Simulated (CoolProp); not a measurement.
Vapour-liquid equilibrium of n-heptane (1) + n-dodecane (2) at 13.5 kPa; x and y are mole fractions of (1).

Computed with CoolProp (multi-fluid Helmholtz-energy mixture model, Span 2003 and Lemmon 2004; pair parameters Bell 2016).

```csv
x,bubble temperature (K),y at the bubble point,dew temperature at overall composition x (K),liquid density (mol/L)
0.05,395.0,0.624,418.2,4.024
0.125,371.4,0.878,416.0,4.249
0.2,357.1,0.946,413.6,4.441
0.275,347.5,0.971,411.0,4.621
0.35,340.6,0.983,408.2,4.798
0.425,335.3,0.989,405.1,4.976
0.5,331.1,0.992,401.7,5.159
0.575,327.7,0.995,397.8,5.349
0.65,324.8,0.996,393.3,5.547
0.725,322.4,0.998,387.9,5.755
0.8,320.2,0.998,381.1,5.976
0.875,318.2,0.999,371.8,6.210
0.95,316.4,1.000,355.7,6.460
```

No azeotrope shows between x = 0.05 and 0.95.

Pair parameters are fitted to limited data, so mixtures are less certain than the pure fluids. The gap from Raoult's law changes sign with composition, which may be real or a fault of the pair parameters; it wasn't checked against measurements.
